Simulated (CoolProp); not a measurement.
Vapour pressure (MPa) of R143a: the reference equation beside estimates from Tc = 345.9 K, pc = 3.762 MPa, ω = 0.261. Clausius-Clapeyron is anchored at 255.8 K with a constant enthalpy of vaporisation of 17.12 kJ/mol.

The numbers come from the reference Helmholtz-energy equation of state, Lemmon and Jacobsen 2000 in CoolProp.

```json
[
 {"T (K)": "226.9", "reference": "0.1062", "Lee-Kesler": "0.1049", "Clausius-Clapeyron": "0.1245", "van der Waals": "0.5372", "Redlich-Kwong": "0.1856", "Soave-Redlich-Kwong": "0.1051", "Peng-Robinson": "0.1057"},
 {"T (K)": "232.7", "reference": "0.1383", "Lee-Kesler": "0.1374", "Clausius-Clapeyron": "0.1561", "van der Waals": "0.6142", "Redlich-Kwong": "0.2333", "Soave-Redlich-Kwong": "0.1375", "Peng-Robinson": "0.1377"},
 {"T (K)": "238.5", "reference": "0.1776", "Lee-Kesler": "0.1772", "Clausius-Clapeyron": "0.1936", "van der Waals": "0.6983", "Redlich-Kwong": "0.2895", "Soave-Redlich-Kwong": "0.1771", "Peng-Robinson": "0.1769"},
 {"T (K)": "244.3", "reference": "___", "Lee-Kesler": "0.2253", "Clausius-Clapeyron": "0.2377", "van der Waals": "0.7896", "Redlich-Kwong": "0.3549", "Soave-Redlich-Kwong": "0.2252", "Peng-Robinson": "0.2242"},
 {"T (K)": "250", "reference": "0.2805", "Lee-Kesler": "0.2817", "Clausius-Clapeyron": "0.2880", "van der Waals": "0.8865", "Redlich-Kwong": "0.4288", "Soave-Redlich-Kwong": "0.2816", "Peng-Robinson": "0.2797"},
 {"T (K)": "255.8", "reference": "0.3472", "Lee-Kesler": "0.3495", "Clausius-Clapeyron": "0.3472", "van der Waals": "0.9928", "Redlich-Kwong": "0.5148", "Soave-Redlich-Kwong": "0.3495", "Peng-Robinson": "0.3465"},
 {"T (K)": "261.6", "reference": "0.4253", "Lee-Kesler": "0.4288", "Clausius-Clapeyron": "0.4150", "van der Waals": "1.107", "Redlich-Kwong": "0.6123", "Soave-Redlich-Kwong": "0.4293", "Peng-Robinson": "0.4249"},
 {"T (K)": "267.4", "reference": "0.5160", "Lee-Kesler": "0.5208", "Clausius-Clapeyron": "___", "van der Waals": "1.229", "Redlich-Kwong": "0.7220", "Soave-Redlich-Kwong": "0.5220", "Peng-Robinson": "0.5161"},
 {"T (K)": "273.2", "reference": "0.6206", "Lee-Kesler": "0.6268", "Clausius-Clapeyron": "0.5797", "van der Waals": "1.360", "Redlich-Kwong": "0.8448", "Soave-Redlich-Kwong": "0.6291", "Peng-Robinson": "0.6214"},
 {"T (K)": "279", "reference": "0.7405", "Lee-Kesler": "0.7478", "Clausius-Clapeyron": "0.6780", "van der Waals": "1.499", "Redlich-Kwong": "0.9813", "Soave-Redlich-Kwong": "0.7519", "Peng-Robinson": "0.7421"},
 {"T (K)": "284.7", "reference": "0.8743", "Lee-Kesler": "0.8827", "Clausius-Clapeyron": "0.7860", "van der Waals": "1.644", "Redlich-Kwong": "1.130", "Soave-Redlich-Kwong": "0.8890", "Peng-Robinson": "0.8773"},
 {"T (K)": "290.5", "reference": "1.028", "Lee-Kesler": "1.038", "Clausius-Clapeyron": "___", "van der Waals": "1.800", "Redlich-Kwong": "1.295", "Soave-Redlich-Kwong": "1.047", "Peng-Robinson": "1.033"},
 {"T (K)": "296.3", "reference": "1.202", "Lee-Kesler": "1.212", "Clausius-Clapeyron": "1.043", "van der Waals": "1.965", "Redlich-Kwong": "1.477", "Soave-Redlich-Kwong": "1.224", "Peng-Robinson": "___"},
 {"T (K)": "302.1", "reference": "1.396", "Lee-Kesler": "1.406", "Clausius-Clapeyron": "1.192", "van der Waals": "2.139", "Redlich-Kwong": "1.675", "Soave-Redlich-Kwong": "1.423", "Peng-Robinson": "1.405"}
]
```

Some entries are withheld; supply them.


- 244.3, reference: 0.2250
- 267.4, Clausius-Clapeyron: 0.4923
- 290.5, Clausius-Clapeyron: 0.9081
- 296.3, Peng-Robinson: 1.208

Absolute difference from the reference over all 14 rows, mean and median: Lee-Kesler 0.8 and 0.8 %, Clausius-Clapeyron 8.5 and 8.7 %, van der Waals 178.3 and 149.2 %, Redlich-Kwong 44.0 and 41.9 %, Soave-Redlich-Kwong 1.1 and 1.1 %, Peng-Robinson 0.3 and 0.3 %.
